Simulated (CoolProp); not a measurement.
A closed Brayton cycle with carbon dioxide: compressor inlet 326.15 K and 9.3 MPa, high pressure 20 MPa, turbine inlet 935 K, compressor efficiency 0.89, turbine efficiency 0.85, recuperator effectiveness 0.95 (on enthalpy, no pinch check). Each further row changes one setting.

Model: reference Helmholtz-energy equation of state, Span 1996, in CoolProp.

```tsv
case	thermal efficiency (%)	net work (kJ/kg)	compressor to turbine work	compressor exit (K)	turbine exit (K)
as stated	36.7	78.1	0.30	383.7	840.2
turbine inlet 885 K	35.3	71.7	0.31	383.7	…
compressor inlet 336.15 K	36.2	72.5	0.35	400.4	840.2
high pressure 17 MPa	…	…	…	371.4	859.9
recuperator effectiveness 0.5	17.1	78.1	0.30	383.7	840.2
```

**Question.** What belongs in the gaps?

**Answer.** 
- turbine inlet 885 K, turbine exit (K): 793.5
- high pressure 17 MPa, thermal efficiency (%): 34.8
- high pressure 17 MPa, net work (kJ/kg): 63.5
- high pressure 17 MPa, compressor to turbine work: 0.28
